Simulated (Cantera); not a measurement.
What does this Cantera script print?

```python
import numpy as np
import cantera as ct

gas_names = """
    CL CLO CL2 H HCL HNO HNO2 HNO3 HOCL HO2 H2 H2O H2O2 Mg MgCL MgCL2 MgH MgN MgO MgOH MgO2H2 Mg2 N NH
    NH2 NH3 NH2OH NO NO2 NO3 N2 N2H2 N2H4 N2O O OH O2 O3
""".split()
cond_names = """
    H2O(s) H2O(L) Mg(cr) Mg(L) MgCL2(s) MgCL2(L) MgO(s) MgO(L) MgO2H2(s) NH4CL(a) NH4CL(b)
""".split()


# ... load() reads the species with a 1 bar reference pressure and builds the phases ...
atoms = {
    'MgCl2': {'Mg': 1, 'CL': 2},
    'N2': {'N': 2},
    'H2O': {'H': 2, 'O': 1},
}
top_T = {}  # K; cautious upper limits of use, not melting points


# ... equilibrate(T, P, feed) seeds the gas with the atoms and calls Mixture.equilibrate('TP', solver="vcs", rtol=1e-11, max_steps=5000) ...
results = []
feed = {'MgCl2': 1, 'N2': 170, 'H2O': 5.8}  # mol
P = 1000  # Pa
for T in [1273, 1373, 1473, 1573, 1673, 1773, 1873, 1973, 2073, 2173]:
    mix = equilibrate(T, P, feed)
    results.append((T, P, feed, dict(zip(mix.species_names, mix.species_moles))))

top = {s: max(r[3][s] / sum(r[3][g] for g in gas_names) for r in results) for s in gas_names}
cols = sorted((s for s in top if top[s] > 0.001), key=lambda s: -top[s])[:9]
seen = [c for c in cond_names if any(r[3].get(c, 0) > 1e-12 for r in results)]
print("log10 of partial pressures in bar; condensed amounts in mol")
print(f"{'T/K':>10s}" + "".join(f"{s[:9]:>10s}" for s in cols + seen))
for T, P, feed, n in results:
    ng = sum(n[g] for g in gas_names)
    print(f"{T:10.4g}" + "".join(f"{np.log10(max(n[s] / ng * P / 1e5, 1e-99)):10.3f}" for s in cols)
          + "".join(f"{n.get(c, 0):10.4g}" for c in seen))
```

Result:

```
log10 of partial pressures in bar; condensed amounts in mol
       T/K        N2       H2O       HCL        H2        CL         H        Mg        O2        OH    MgO(s)
      1273    -2.017    -3.566    -3.947    -6.883    -6.724    -9.588   -15.335    -7.915    -8.210    0.9994
      1373    -2.017    -3.566    -3.949    -6.417    -6.300    -8.686   -13.412    -7.356    -7.584    0.9984
      1473    -2.017    -3.567    -3.953    -6.010    -5.937    -7.903   -11.751    -6.879    -7.044    0.9963
      1573    -2.017    -3.568    -3.959    -5.653    -5.623    -7.217   -10.302    -6.467    -6.574    0.9926
      1673    -2.017    -3.570    -3.970    -5.338    -5.352    -6.612    -9.028    -6.107    -6.162    0.9866
      1773    -2.017    -3.574    -3.987    -5.060    -5.118    -6.076    -7.900    -5.789    -5.798     0.978
      1873    -2.018    -3.584    -4.012    -4.816    -4.915    -5.598    -6.894    -5.505    -5.476    0.9651
      1973    -2.018    -3.600    -4.048    -4.608    -4.740    -5.174    -5.996    -5.244    -5.189    0.9357
      2073    -2.019    -3.626    -4.096    -4.443    -4.587    -4.802    -5.198    -4.984    -4.929    0.8223
      2173    -2.022    -3.663    -4.165    -4.340    -4.448    -4.487    -4.510    -4.679    -4.682    0.3516
```

Equilibrium computed with Cantera from the NASA thermochemical tables; the gas is ideal and each condensed phase is pure.
